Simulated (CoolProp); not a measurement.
Water at several states: density (kg/m³) from the reference equation and from simpler models built on Tc = 647.1 K, pc = 22060 kPa, ω = 0.344; each cubic takes its own stable root.

Model: reference Helmholtz-energy equation of state, Wagner 2002, in CoolProp.

| T (K) | p (kPa) | phase | reference |
|---|---|---|---|
| 537.2 | 56.1 | gas | 0.2267 |
| 596 | 1880 | gas | 7.124 |
| 994.2 | 76700 | supercritical | 201.7 |

**Question.** How far does each simpler model (ideal gas, van der Waals, Redlich-Kwong, Soave-Redlich-Kwong, Peng-Robinson) lie from the reference over these 3 states: mean and median of the absolute difference, and the worst?

**Answer.** 
- ideal gas: mean 7.1 %, median 4.1 %, worst -17.1 % at 994.2 K and 76700 kPa
- van der Waals: mean 2.7 %, median 0.9 %, worst +7.2 % at 994.2 K and 76700 kPa
- Redlich-Kwong: mean 0.7 %, median 0.3 %, worst +1.8 % at 994.2 K and 76700 kPa
- Soave-Redlich-Kwong: mean 4.1 %, median 0.1 %, worst -12.1 % at 994.2 K and 76700 kPa
- Peng-Robinson: mean 2.6 %, median 0.3 %, worst -7.6 % at 994.2 K and 76700 kPa
